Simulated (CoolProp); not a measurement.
Aqueous potassium acetate as a coolant, at 6 °C, 1 atm.

Computed with CoolProp (Melinder's fits for secondary coolants).

```json
[
 {"mass %": "3.5", "freezing point (°C)": "-1.3", "density (kg/m³)": "1022", "conductivity (W/(m K))": "0.563", "viscosity (mPa s)": "…", "Prandtl number": "11.5"},
 {"mass %": "8.2", "freezing point (°C)": "-3.6", "density (kg/m³)": "1046", "conductivity (W/(m K))": "0.549", "viscosity (mPa s)": "1.78", "Prandtl number": "12.6"},
 {"mass %": "12.9", "freezing point (°C)": "-6.2", "density (kg/m³)": "1069", "conductivity (W/(m K))": "…", "viscosity (mPa s)": "2.00", "Prandtl number": "13.9"},
 {"mass %": "17.6", "freezing point (°C)": "-9.3", "density (kg/m³)": "1093", "conductivity (W/(m K))": "0.519", "viscosity (mPa s)": "2.27", "Prandtl number": "15.6"},
 {"mass %": "22.3", "freezing point (°C)": "…", "density (kg/m³)": "1119", "conductivity (W/(m K))": "…", "viscosity (mPa s)": "…", "Prandtl number": "17.6"},
 {"mass %": "26.9", "freezing point (°C)": "-18.6", "density (kg/m³)": "1145", "conductivity (W/(m K))": "0.491", "viscosity (mPa s)": "…", "Prandtl number": "20.3"},
 {"mass %": "31.6", "freezing point (°C)": "-25.7", "density (kg/m³)": "1173", "conductivity (W/(m K))": "0.478", "viscosity (mPa s)": "3.62", "Prandtl number": "23.9"},
 {"mass %": "36.3", "freezing point (°C)": "-34.5", "density (kg/m³)": "1200", "conductivity (W/(m K))": "0.465", "viscosity (mPa s)": "4.43", "Prandtl number": "…"},
 {"mass %": "41", "freezing point (°C)": "-44.2", "density (kg/m³)": "1228", "conductivity (W/(m K))": "0.452", "viscosity (mPa s)": "5.51", "Prandtl number": "35.3"}
]
```

Complete the blanks.


- 3.5, viscosity (mPa s): 1.60
- 12.9, conductivity (W/(m K)): 0.534
- 22.3, freezing point (°C): -13.3
- 22.3, conductivity (W/(m K)): 0.505
- 22.3, viscosity (mPa s): 2.60
- 26.9, viscosity (mPa s): 3.03
- 36.3, Prandtl number: 28.8
